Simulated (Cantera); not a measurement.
Feed: 1 mol Ta, 6.2 mol H2O, 5.6 mol H2, held at 1525 K and 0.0660 bar.

These are equilibrium values from Cantera (NASA tables, ideal gas, pure condensed phases), not measurements of a reactor. Candidate condensed phases: H2O, Ta, Ta2O5; 12 gas species. Equilibrium is a limit: real reactors are often held back by kinetics, nucleation or transport.

Base state: H2 0.686, H2O 0.314, H 7.63e-5 (mole fractions); condensed: Ta2O5(s).

Question: What changes in the equilibrium state with this change: pressure from 0.0660 bar to 1.50e-6 bar?

Answer: 
```tsv
species	before	after
H2	0.686	0.673
H2O	0.314	0.311
H	7.63e-5	0.0158
OH	1.08e-6	0.000227
Ta2O5(s), mol	0.500	0.500
```
